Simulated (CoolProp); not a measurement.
Properties of methane along the isotherm 196.1 K.

Values from CoolProp's reference Helmholtz-energy equation of state, Setzmann 1991.

| p (MPa) | phase | density (kg/m³) | cp (kJ/(kg K)) | Joule-Thomson coefficient (K/MPa) | isothermal compressibility (1/MPa) | viscosity (µPa s) | Prandtl number |
|---|---|---|---|---|---|---|---|
| 0.177 | gas | 1.763 | 2.119 | 9.644 | 5.718 | 7.72 | 0.764 |
| 0.354 | gas | 3.569 | 2.153 | 9.695 | 2.895 | 7.73 | 0.770 |
| 0.531 | gas | 5.421 | 2.190 | 9.746 | 1.956 | 7.75 | 0.777 |
| 0.708 | gas | 7.324 | 2.230 | 9.795 | 1.487 | 7.77 | 0.785 |
| 0.884 | gas | 9.268 | 2.272 | 9.844 | 1.209 | 7.80 | 0.794 |
| 1.06 | gas | 11.27 | 2.318 | 9.891 | 1.023 | 7.83 | 0.804 |
| 1.24 | gas | 13.38 | 2.369 | 9.938 | 0.8894 | 7.86 | 0.816 |
| 1.42 | gas | 15.55 | 2.424 | 9.983 | 0.7903 | 7.90 | 0.828 |
| 1.59 | gas | 17.68 | 2.481 | 10.03 | 0.7182 | 7.93 | 0.841 |
| 1.77 | gas | 20.00 | 2.546 | 10.07 | 0.6580 | 7.98 | 0.857 |
| 1.95 | gas | 22.42 | 2.618 | 10.11 | 0.6098 | 8.03 | 0.874 |
| 2.12 | gas | 24.78 | 2.693 | 10.14 | 0.5729 | 8.09 | 0.892 |
| 2.3 | gas | 27.40 | 2.781 | 10.18 | 0.5409 | 8.15 | 0.913 |

Viscosity comes from a separate model (Quiñones-Cisneros 2006). Thermal conductivity comes from a separate model (Friend 1989).
